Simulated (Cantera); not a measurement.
Feed: 1 mol CH₂F₂, 1.6 mol CH₄, held at 975 °C and 0.0100 bar.

Cantera equilibrium calculation (NASA polynomials, part measured and part estimated; ideal gas, pure solids and liquids). Candidate condensed phases: C, C₆H₆, C₇H₈, C₈H₁₈; 95 gas species. Rates play no part.

Base state: H₂ 0.615, HF 0.385, CH₄ 4.22e-5 (mole fractions); condensed: C(graphite).

Q: What changes in the equilibrium state with this change: CH₂F₂ replaced by CH₃Cl?

A: 
| species | before | after |
|---|---|---|
| H₂ | 0.615 | 0.808 |
| HCl | 0 | 0.192 |
| CH₄ | 4.22e-5 | 7.27e-5 |
| HF | 0.385 | 0 |
| C(graphite), mol | 2.60 | 2.60 |

Q: What changes in the equilibrium state with this change: temperature from 975 °C to 2527 °C?

A: 
```csv
species,before,after
H,3.66e-6,0.420
HF,0.385,0.299
H₂,0.615,0.264
C₃,<1e-9,0.00316
F,<1e-9,0.00200
C₂H,<1e-9,0.00177
C,<1e-9,0.000659
"C(graphite), mol",2.60,2.38
```
